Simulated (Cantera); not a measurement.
Input: 1 mol Fe3O4, 1.3 mol C, 2.9 mol N2, equilibrated at 0.150 bar.

Cantera equilibrium calculation (NASA polynomials, part measured and part estimated; ideal gas, pure solids and liquids). Candidate condensed phases: C, Fe, Fe(CO)5, FeO, Fe2O3, Fe3O4; 27 gas species. Each liquid is taken as pure. Mutual solubility and eutectic melting of coexisting phases are not modelled. The tables' stoichiometric FeO is somewhat more stable than real wüstite, so its field is too wide. FeO: taken at fixed stoichiometry. Kinetics and transport are ignored.

Which condensed phases are stable at each of these points (T (°C)): 1352, 1402, 1452, 1502, 1552, 1602, 1652, 1702, 1752, 1802?


```tsv
T (°C)	condensed phases	Fe condensed (%)
1352	Fe(γ) + FeO(s)	100.0
1402	Fe(δ) + FeO(l)	100.0
1452	Fe(δ) + FeO(l)	100.0
1502	Fe(δ) + FeO(l)	100.0
1552	Fe(l) + FeO(l)	100.0
1602	Fe(l) + FeO(l)	99.9
1652	Fe(l) + FeO(l)	99.9
1702	Fe(l) + FeO(l)	99.7
1752	Fe(l) + FeO(l)	99.5
1802	Fe(l) + FeO(l)	99.2
```

At 1352 °C the condensed part is Fe(γ) + FeO(s). From 1402 °C to 1502 °C the condensed part is Fe(δ) + FeO(l). From 1552 °C to 1802 °C the condensed part is Fe(l) + FeO(l).
